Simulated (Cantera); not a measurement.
Input (Python, Cantera):

```python
import numpy as np
import cantera as ct

gas = ct.Solution("gri30.yaml")
gas.TPX = 2075, 81000, {'CH4': 1, 'H2O': 1.6, 'H2': 1.9}
reactor = ct.IdealGasConstPressureReactor(gas, energy="off", clone=False)
net = ct.ReactorNet([reactor])
net.rtol, net.atol = 1e-08, 1e-18
show = ['CH4', 'H2O', 'H2', 'C2H2', 'C2H6', 'HO2']
times = np.geomspace(5e-05, 10, 14)

steps = ct.SolutionArray(gas, extra=["t"])
rows = []
print(f"{'t/s':>10s}{'T/K':>9s}{'P/Pa':>11s}" + "".join(f"{s:>11s}" for s in show))
for t in times:
    while net.time < t:
        t_next = net.step()
        steps.append(gas.state, t=t_next)
    rows.append([np.interp(t, steps.t, y) for y in (steps.T, steps.P, *steps(*show).X.T)])
    print(f"{t:10.3e}{rows[-1][0]:9.1f}{rows[-1][1]:11.4g}" + "".join(f"{x:11.3e}" for x in rows[-1][2:]))
rate = np.gradient(steps.T, steps.t)
print("integrator steps:", len(steps.t))
if steps.T.max() > steps.T[0] + 200:
    print(f"time of steepest temperature rise: {steps.t[rate.argmax()]:.4e} s")
gas.TPX = 2075, 81000, {'CH4': 1, 'H2O': 1.6, 'H2': 1.9}
gas.equilibrate("TP")
print(f"equilibrium (TP): T = {gas.T:.1f} K  " + "  ".join(f"{s} {gas[s].X[0]:.3e}" for s in show))
```

Result:

```
       t/s      T/K       P/Pa        CH4        H2O         H2       C2H2       C2H6        HO2
 5.000e-05   2075.0    8.1e+04  1.518e-01  3.363e-01  4.749e-01  1.770e-02  3.674e-04  5.624e-11
 1.279e-04   2075.0    8.1e+04  9.555e-02  3.151e-01  5.304e-01  4.419e-02  1.495e-04  5.833e-11
 3.270e-04   2075.0    8.1e+04  4.894e-02  2.937e-01  5.789e-01  6.321e-02  4.145e-05  5.753e-11
 8.362e-04   2075.0    8.1e+04  2.285e-02  2.707e-01  6.136e-01  6.866e-02  9.674e-06  5.627e-11
 2.138e-03   2075.0    8.1e+04  1.352e-02  2.381e-01  6.430e-01  5.996e-02  3.446e-06  4.606e-11
 5.468e-03   2075.0    8.1e+04  9.990e-03  1.909e-01  6.782e-01  4.115e-02  1.776e-06  2.831e-11
 1.398e-02   2075.0    8.1e+04  6.289e-03  1.398e-01  7.159e-01  2.015e-02  6.600e-07  1.454e-11
 3.576e-02   2075.0    8.1e+04  2.773e-03  1.033e-01  7.432e-01  5.314e-03  1.230e-07  7.795e-12
 9.144e-02   2075.0    8.1e+04  4.194e-04  8.954e-02  7.542e-01  2.365e-04  2.789e-09  5.835e-12
 2.338e-01   2075.0    8.1e+04  2.991e-07  8.852e-02  7.552e-01  9.992e-09  3.289e-15  5.764e-12
 5.980e-01   2075.0    8.1e+04  1.211e-08  8.852e-02  7.552e-01  6.339e-12  3.497e-18  5.764e-12
 1.529e+00   2075.0    8.1e+04  1.211e-08  8.852e-02  7.552e-01  6.339e-12  3.497e-18  5.764e-12
 3.910e+00   2075.0    8.1e+04  1.211e-08  8.852e-02  7.552e-01  6.339e-12  3.497e-18  5.764e-12
 1.000e+01   2075.0    8.1e+04  1.211e-08  8.852e-02  7.552e-01  6.339e-12  3.497e-18  5.764e-12
integrator steps: 1605
equilibrium (TP): T = 2075.0 K  CH4 1.452e-08  H2O 8.852e-02  H2 7.552e-01  C2H2 7.601e-12  C2H6 4.743e-18  HO2 5.764e-12
```

Cantera simulation using GRI-Mech 3.0 (53 species, 325 reactions); the numbers are that mechanism's predictions, not measurements.
